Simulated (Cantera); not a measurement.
# Premixed flame

A freely propagating, adiabatic, planar premixed flame of 29.4 % H2, 14.8 % O2, 55.8 % N2, unburnt at 350 K and 3.36 atm; unity-Lewis-number transport, grid criteria slope 0.08 and curve 0.16, no radiation.

Detailed kinetics in Cantera: the H2/O2 subset of GRI-Mech 3.0, which has no nitrogen chemistry. The hydrogen kinetics of GRI-Mech 3.0 are dated; newer H2 mechanisms differ, most at raised pressure. Unity Lewis numbers drop preferential diffusion, which matters most where H2 and H carry the flame. Burning velocities carry a grid error of a few per cent, more on coarse grids.

| z (mm) | T (K) | u (m/s) | x H2 | x O2 | x O | x H2O2 | x OH | x H2O |
|---|---|---|---|---|---|---|---|---|
| -0.217 | 350 | 2.16 | 0.294 | 0.148 | <1e-8 | <1e-8 | <1e-8 | 1.03e-6 |
| -0.145 | 350 | 2.16 | 0.294 | 0.148 | <1e-8 | 5.68e-8 | <1e-8 | 1.58e-5 |
| -0.109 | 351 | 2.16 | 0.294 | 0.148 | 2.55e-8 | 3.80e-7 | <1e-8 | 0.000106 |
| -0.0724 | 357 | 2.20 | 0.293 | 0.148 | 2.22e-7 | 2.84e-6 | 2.88e-8 | 0.000818 |
| -0.0362 | 493 | 3.01 | 0.279 | 0.140 | 1.75e-5 | 3.75e-5 | 1.86e-5 | 0.0176 |
| -0.0181 | 878 | 5.24 | 0.232 | 0.117 | 0.000381 | 5.00e-5 | 0.000704 | 0.0697 |
| 0 | 1368 | 7.90 | 0.141 | 0.0745 | 0.00332 | 1.44e-5 | 0.00362 | 0.160 |
| 0.0181 | 1674 | 9.45 | 0.0708 | 0.0399 | 0.00720 | 4.43e-6 | 0.00970 | 0.227 |
| 0.0362 | 1836 | 10.2 | 0.0490 | 0.0268 | 0.00804 | 2.71e-6 | 0.0136 | 0.253 |
| 0.0724 | 2002 | 11.0 | 0.0398 | 0.0200 | 0.00635 | 1.53e-6 | 0.0152 | 0.271 |
| 0.145 | 2151 | 11.7 | 0.0329 | 0.0157 | 0.00400 | 9.54e-7 | 0.0144 | 0.287 |
| 0.290 | 2267 | 12.2 | 0.0257 | 0.0120 | 0.00228 | 6.62e-7 | 0.0123 | 0.301 |
| 0.579 | 2350 | 12.6 | 0.0194 | 0.00913 | 0.00127 | 4.81e-7 | 0.01000 | 0.313 |
x: mole fraction of selected species; z is measured from the peak of heat release.

```
Property                      Value
------------------------  ---------
laminar burning velocity   216 cm/s
thermal thickness         0.0724 mm
peak x(O)                   0.00808
peak x(H2O2)                5.29e-5
peak x(OH)                   0.0152
grid points                     106
```
